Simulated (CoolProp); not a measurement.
Vapour-liquid equilibrium of CH2F2 (R32) (1) + R227EA (2) at -101.55 °C; x and y are mole fractions of (1).

Computed with CoolProp (multi-fluid Helmholtz-energy mixture model, Tillner-Roth 1997 and Lemmon 2016; pair parameters Bell 2016).

| x | bubble pressure (MPa) | y at the bubble point | dew pressure at overall composition x (MPa) | liquid density (mol/L) |
|---|---|---|---|---|
| 0.05 | 0.0005426 | 0.576 | 0.0002545 | 10.99 |
| 0.15 | 0.001133 | 0.818 | 0.0002831 | 11.76 |
| 0.25 | 0.001647 | 0.888 | 0.0003189 | 12.63 |
| 0.35 | 0.002049 | 0.919 | 0.0003651 | 13.62 |
| 0.45 | 0.002343 | 0.936 | 0.0004270 | 14.75 |
| 0.55 | 0.002553 | 0.946 | 0.0005142 | 16.05 |
| 0.65 | 0.002713 | 0.954 | 0.0006461 | 17.58 |
| 0.75 | 0.002856 | 0.962 | 0.0008691 | 19.39 |
| 0.85 | 0.003010 | 0.972 | 0.001326 | 21.56 |
| 0.95 | 0.003198 | 0.988 | 0.002627 | 24.23 |

No azeotrope shows between x = 0.05 and 0.95.

The pair parameters rest on a limited set of measurements; away from them the model extrapolates. With so large a gap from Raoult's law the liquid may split in two, which this calculation doesn't test in full.
